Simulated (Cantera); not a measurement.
Input (Python, Cantera):

```python
import numpy as np
import cantera as ct

surf = ct.Interface("diamond.yaml", "diamond_100")
gas, bulk = surf.adjacent["gas"], surf.adjacent["diamond"]
k = surf.kinetics_species_index(bulk.species_names[0])
cover = ["c6HH", "c6H*", "c6*H", "c6**", "c6HM", "c6B"]

rows, drift = [], 0.0
print(f"{'T':>10s}{'um/h':>11s}" + "".join(f"{s:>11s}" for s in cover))
for v in [950, 1000, 1050, 1100, 1150, 1200, 1250, 1300, 1350, 1400]:
    T, P, xH, xCH3 = v, 3300, 0.0026, 0.0013
    gas.TPX = T, P, {"H": xH, "CH3": xCH3, "CH4": 0.0082, "H2": 1 - xH - xCH3 - 0.0082}
    surf.TP = bulk.TP = T, P
    surf.coverages = "c6H*:0.1, c6HH:0.9"
    surf.advance_coverages(100.0)
    before = surf.coverages
    surf.advance_coverages(100.0)
    drift = max(drift, np.max(np.abs(surf.coverages - before) / (surf.coverages + 1e-9)))
    rate = surf.net_production_rates[k] * bulk.mean_molecular_weight / bulk.density * 3.6e9
    rows.append([rate, *surf[cover].coverages])
    print(f"{v:10.4g}{rate:11.4e}" + "".join(f"{x:11.3e}" for x in rows[-1][1:]))
```

Result:

```
         T       um/h       c6HH       c6H*       c6*H       c6**       c6HM        c6B
       950 1.1731e+01  4.595e-01  9.963e-03  2.363e-01  4.152e-03  2.224e-01  3.183e-08
      1000 1.4751e+01  4.558e-01  1.376e-02  2.815e-01  6.397e-03  1.768e-01  4.003e-08
      1050 1.6081e+01  4.565e-01  1.858e-02  3.325e-01  9.543e-03  1.263e-01  4.364e-08
      1100 1.4094e+01  4.598e-01  2.453e-02  3.885e-01  1.378e-02  7.357e-02  3.824e-08
      1150 1.0094e+01  4.545e-01  3.095e-02  4.385e-01  1.882e-02  3.380e-02  2.739e-08
      1200 7.0359e+00  4.378e-01  3.705e-02  4.741e-01  2.416e-02  1.330e-02  1.909e-08
      1250 5.7307e+00  4.159e-01  4.271e-02  4.976e-01  2.957e-02  4.963e-03  1.555e-08
      1300 5.4944e+00  3.941e-01  4.805e-02  5.133e-01  3.507e-02  1.847e-03  1.491e-08
      1350 5.3636e+00  3.748e-01  5.317e-02  5.242e-01  4.076e-02  6.904e-04  1.455e-08
      1400 4.5119e+00  3.585e-01  5.811e-02  5.318e-01  4.669e-02  2.582e-04  1.224e-08
```

Cantera simulation using the Harris–Goodwin 1993 mechanism for the reconstructed diamond (100) surface; the numbers are that mechanism's predictions, not measurements.
